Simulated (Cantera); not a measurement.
A closed system holds: 1 mol AlI3, 0.63 mol N2, 200 mol H2, held at 7.50 Torr.

Method: chemical equilibrium by Gibbs-energy minimisation in Cantera with the NASA 1993 tables (ideal gas, pure condensed phases). Candidate condensed phases: Al, AlI3, AlN, I2; 19 gas species. Rates play no part.

### Question
What share of the Al ends up in condensed phases as a function of T (K), at 1073, 1148, 1223, 1298, 1373, 1448, 1523, 1598, 1673, 1748?

### Answer
```
T (K)  Al condensed (%)      as
-----  ----------------  ------
1073               99.6  AlN(s)
1148               99.5  AlN(s)
1223               98.9  AlN(s)
1298               95.5  AlN(s)
1373               83.6  AlN(s)
1448               56.3  AlN(s)
1523               10.2  AlN(s)
1598                0.0       -
1673                0.0       -
1748                0.0       -
```
